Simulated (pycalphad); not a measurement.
An equivalent pycalphad script:

```python
from pycalphad import Database, equilibrium, calculate, variables as v
import numpy as np
db = Database('COST507.tdb')
comps = ['SI', 'SN', 'VA']
phases = ['BCT_A5', 'DIAMOND_A4', 'LIQUID']
eq = equilibrium(db, comps, phases, {v.X('SN'): 0.272, v.T: np.arange(2350, 499, -75), v.P: 101325, v.N: 1}, output=['HM', 'SM'])
```

CALPHAD calculation (pycalphad, COST 507 light-alloy database (1999)), 1 atm. The data set is of 1999 and partly superseded. Phase fractions are per mole of atoms.

Results at three of the temperatures:

```
T = 2200.00 K, P = 101325 Pa, N = 1 mol of atoms
G = -146944 J/mol, H = 95113 J/mol, S = 110.03 J/(mol K)  (SER reference)
chemical potentials (J/mol): Si -120092, Sn -218811
phase             fraction      x(Si)      x(Sn)
LIQUID              1.0000     0.7280     0.2720
```

```
T = 1600.00 K, P = 101325 Pa, N = 1 mol of atoms
G = -83893 J/mol, H = 49550 J/mol, S = 83.40 J/(mol K)  (SER reference)
chemical potentials (J/mol): Si -62900, Sn -140080
phase             fraction      x(Si)      x(Sn)
DIAMOND_A4          0.5252     1.0000   2.27e-07
LIQUID              0.4748     0.4271     0.5729
```

```
T = 1300.00 K, P = 101325 Pa, N = 1 mol of atoms
G = -61570 J/mol, H = 28736 J/mol, S = 69.47 J/(mol K)  (SER reference)
chemical potentials (J/mol): Si -45678, Sn -104106
phase             fraction      x(Si)      x(Sn)
DIAMOND_A4          0.7175     1.0000    3.6e-07
LIQUID              0.2825     0.0372     0.9628
```

Changes of the phase set, refined by bisection:

```tsv
T (°C)	phases above	phases below
1363.8	liquid	diamond (Si) + liquid
```

DIAMOND_A4 is diamond (Si).
